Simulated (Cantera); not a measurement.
What does this Cantera script print?

```python
import numpy as np
import cantera as ct

gas_names = [...]  # 151 gases of nasa_gas.yaml made of C, H, N, O, Si
cond_names = """
    C(gr) C6H6(L) C7H8(L) C8H18(L),n-octa H2O(s) H2O(L) Si(cr) Si(L) SiC(b) SiO2(Lqz) SiO2(hqz) SiO2(L)
    Si2N2O(s) Si3N4(a)
""".split()


# ... load() reads the species with a 1 bar reference pressure and builds the phases ...
atoms = {
    'Si': {'Si': 1},
    'N2O': {'N': 2, 'O': 1},
    'H2': {'H': 2},
    'CO2': {'C': 1, 'O': 2},
}
top_T = {'C(gr)': 4500, 'SiC(b)': 3050, 'Si2N2O(s)': 2100, 'Si3N4(a)': 2400}  # K; cautious upper limits of use, not melting points


# ... equilibrate(T, P, feed) seeds the gas with the atoms and calls Mixture.equilibrate('TP', solver="vcs", rtol=1e-11, max_steps=5000) ...
results = []
feed = {'Si': 1, 'N2O': 1.5, 'H2': 19, 'CO2': 0.23}  # mol
T = 1623  # K
P = 31  # Pa
mix = equilibrate(T, P, feed)
results.append((T, P, feed, dict(zip(mix.species_names, mix.species_moles))))
x = sorted(zip(gas.X, gas.species_names), reverse=True)
print(f"T = {T:g} K  P = {P:g} Pa  gas = {mix.phase_moles(0):.4g} mol")
print("   x: " + "  ".join(f"{s} {v:.3e}" for v, s in x if v > 0.0001))
print("   condensed (mol): " + ("  ".join(f"{mix.phase(i).name} {mix.phase_moles(i):.4g}"
      for i in range(1, mix.n_phases) if mix.phase_moles(i) > 1e-12) or "none"))
```

Output:

```
T = 1623 K  P = 31 Pa  gas = 21.18 mol
   x: H2 8.884e-01  N2 7.082e-02  SiO 1.948e-02  CO 1.083e-02  H2O 6.701e-03  H 3.700e-03
   condensed (mol): SiO2(hqz) 0.5875
```

Cantera equilibrium calculation (NASA polynomials, part measured and part estimated; ideal gas, pure solids and liquids). The tables hold silica as quartz up to 1696 K and as liquid above; real silica turns to tridymite and cristobalite and melts near 1996 K.
